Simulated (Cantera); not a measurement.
An isothermal, constant-pressure homogeneous reactor starts with 100 % N2O, at 1450 K and 1.40 bar.

Computed with Cantera and GRI-Mech 3.0 (53 species, 325 reactions). GRI-Mech 3.0 was tuned for natural gas; its chemistry of N2O as a main component is partial and can be far from experiment. The temperature is held fixed by assumption; the heat of reaction is taken as removed at once.

One state of this run: x N2O = 0.736; x NO2 = 0.000343; x NO = 0.0379; x O = 3.71e-5; x N2 = 0.157. x: mole fraction; the columns are a selection and need not sum to one.

Task: Which value of t (s) does it belong to?
A) 0.00548
B) 1.53
C) 0.234
D) 1.96e-5

Result: A, 0.00548
